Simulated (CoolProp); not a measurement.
Properties of p-xylene along the isobar 5.54 MPa.

Model: reference Helmholtz-energy equation of state, Zhou 2012, in CoolProp.

| T (°C) | phase | density (kg/m³) | cv (kJ/(kg K)) | Joule-Thomson coefficient (K/MPa) | expansivity (1/kK) |
|---|---|---|---|---|---|
| 94.85 | liquid | 800.9 | 1.540 | -0.3822 | 1.100 |
| 110.15 | liquid | 787.3 | 1.589 | -0.3585 | 1.138 |
| 125.55 | liquid | 773.3 | 1.639 | -0.3333 | 1.182 |
| 140.95 | liquid | 759.1 | 1.689 | -0.3063 | 1.232 |
| 156.35 | liquid | 744.5 | 1.738 | -0.2771 | 1.290 |
| 171.65 | liquid | 729.6 | 1.787 | -0.2451 | 1.357 |
| 187.05 | liquid | 714.1 | 1.835 | -0.2091 | 1.435 |
| 202.45 | liquid | 698.0 | 1.883 | -0.1682 | 1.527 |
| 217.75 | liquid | 681.3 | 1.931 | -0.1211 | 1.635 |
| 233.15 | liquid | 663.7 | 1.978 | -0.06480 | 1.767 |
| 248.55 | liquid | 645.1 | 2.024 | 0.003733 | 1.928 |
| 263.85 | liquid | 625.4 | 2.070 | 0.08915 | 2.131 |
| 279.25 | liquid | 604.1 | 2.115 | 0.2011 | 2.396 |
